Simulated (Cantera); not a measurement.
A closed system holds: 1 mol Si2H6, 0.28 mol O2, 18 mol H2, at 26000 Pa.

Equilibrium computed with Cantera from the NASA thermochemical tables; the gas is ideal and each condensed phase is pure. Candidate condensed phases: H2O, Si, SiO2; 18 gas species. The feed counts by its element totals alone. Mutual solubility and eutectic melting of coexisting phases are not modelled. The tables hold silica as quartz up to 1696 K and as liquid above; real silica turns to tridymite and cristobalite and melts near 1996 K. Rates play no part.

x: gas mole fraction; n: condensed amount in mol.

```csv
T (°C),x H2,x SiO,x H,x H2O,x SiH2,x SiH4,x SiH,n Si(s),n SiO2(α-quartz),n SiO2(β-quartz)
277,1.00,<1e-12,<1e-12,<1e-12,<1e-12,9.21e-9,<1e-12,1.72,0.280,0
352,1.00,<1e-12,<1e-12,<1e-12,<1e-12,?,<1e-12,1.72,0.280,0
427,1.00,<1e-12,<1e-12,<1e-12,<1e-12,3.13e-8,<1e-12,1.72,0.280,0
502,1.00,<1e-12,1.94e-12,<1e-12,<1e-12,4.72e-8,<1e-12,1.72,0.280,0
577,1.00,1.24e-12,4.02e-11,1.24e-11,<1e-12,6.54e-8,<1e-12,1.72,0,0.280
652,1.00,6.74e-11,5.11e-10,1.32e-10,8.89e-12,8.55e-8,<1e-12,1.72,0,0.280
727,1.00,2.00e-9,4.45e-9,9.74e-10,9.37e-11,1.07e-7,<1e-12,1.72,0,0.280
802,1.00,?,?,?,?,?,<1e-12,1.72,0,0.280
877,1.000,4.59e-7,1.46e-7,2.39e-8,4.15e-9,1.53e-7,8.14e-12,1.72,0,0.280
952,1.000,4.17e-6,6.11e-7,8.78e-8,1.95e-8,1.77e-7,8.70e-11,1.72,0,0.280
1027,1.000,2.93e-5,2.17e-6,2.76e-7,7.65e-8,2.01e-7,7.05e-10,1.72,0,0.280
1102,1.000,0.000165,6.72e-6,7.65e-7,2.58e-7,2.26e-7,4.53e-9,1.72,0,0.278
```

**Question.** Some entries are withheld; supply them.

**Answer.** 
- 352, x SiH4: 1.85e-8
- 802, x SiO: 3.68e-8
- 802, x H: 2.88e-8
- 802, x H2O: 5.42e-9
- 802, x SiH2: 7.12e-10
- 802, x SiH4: 1.30e-7
